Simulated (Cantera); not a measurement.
A Cantera script and its output.

```python
import numpy as np
import cantera as ct

gas = ct.Solution("gri30.yaml")
gas.TPX = 1573, 9600, {'C2H6': 1, 'N2': 24}
reactor = ct.IdealGasConstPressureReactor(gas, energy="off", clone=False)
net = ct.ReactorNet([reactor])
net.rtol, net.atol = 1e-08, 1e-18
show = ['C2H6', 'C2H2', 'H', 'HCN', 'C2H', 'C2H4']
times = np.geomspace(0.0002, 3, 12)

steps = ct.SolutionArray(gas, extra=["t"])
rows = []
print(f"{'t/s':>10s}{'T/K':>9s}{'P/Pa':>11s}" + "".join(f"{s:>11s}" for s in show))
for t in times:
    while net.time < t:
        t_next = net.step()
        steps.append(gas.state, t=t_next)
    rows.append([np.interp(t, steps.t, y) for y in (steps.T, steps.P, *steps(*show).X.T)])
    print(f"{t:10.3e}{rows[-1][0]:9.1f}{rows[-1][1]:11.4g}" + "".join(f"{x:11.3e}" for x in rows[-1][2:]))
rate = np.gradient(steps.T, steps.t)
print("integrator steps:", len(steps.t))
if steps.T.max() > steps.T[0] + 200:
    print(f"time of steepest temperature rise: {steps.t[rate.argmax()]:.4e} s")
gas.TPX = 1573, 9600, {'C2H6': 1, 'N2': 24}
gas.equilibrate("TP")
print(f"equilibrium (TP): T = {gas.T:.1f} K  " + "  ".join(f"{s} {gas[s].X[0]:.3e}" for s in show))
```

Output:

```
       t/s      T/K       P/Pa       C2H6       C2H2          H        HCN        C2H       C2H4
 2.000e-04   1573.0       9600  2.981e-02  1.517e-04  1.765e-04  2.709e-07  1.201e-08  5.826e-03
 4.794e-04   1573.0       9600  1.484e-02  2.174e-03  2.572e-04  8.739e-07  8.758e-08  1.640e-02
 1.149e-03   1573.0       9600  2.489e-03  1.057e-02  2.702e-04  1.576e-06  2.368e-07  1.887e-02
 2.754e-03   1573.0       9600  1.753e-04  2.058e-02  1.341e-04  1.875e-06  1.712e-07  1.115e-02
 6.601e-03   1573.0       9600  2.584e-05  2.624e-02  6.043e-05  1.916e-06  8.717e-08  5.719e-03
 1.582e-02   1573.0       9600  7.532e-06  2.952e-02  3.344e-05  1.922e-06  5.097e-08  2.472e-03
 3.792e-02   1573.0       9600  3.714e-06  3.136e-02  2.417e-05  1.924e-06  3.780e-08  6.839e-04
 9.090e-02   1573.0       9600  3.079e-06  3.206e-02  2.307e-05  1.930e-06  3.626e-08  1.130e-04
 2.179e-01   1573.0       9600  2.717e-06  3.243e-02  2.372e-05  1.945e-06  3.704e-08  7.403e-05
 5.222e-01   1573.0       9600  2.048e-06  3.309e-02  2.497e-05  1.982e-06  3.851e-08  6.305e-05
 1.252e+00   1573.0       9600  1.156e-06  3.415e-02  2.725e-05  2.058e-06  4.123e-08  4.945e-05
 3.000e+00   1573.0       9600  4.249e-07  3.535e-02  3.043e-05  2.199e-06  4.513e-08  3.975e-05
integrator steps: 1203
equilibrium (TP): T = 1573.0 K  C2H6 4.018e-10  C2H2 1.117e-02  H 3.593e-05  HCN 5.163e-02  C2H 1.571e-08  C2H4 1.114e-05
```

Detailed kinetics in Cantera: GRI-Mech 3.0 (53 species, 325 reactions). GRI-Mech 3.0 stops at C3 and has no aromatics, soot or wall deposition, so with more carbon than oxygen in the feed, carbon stays in small species such as C2H2 where larger ones or solid carbon would form.
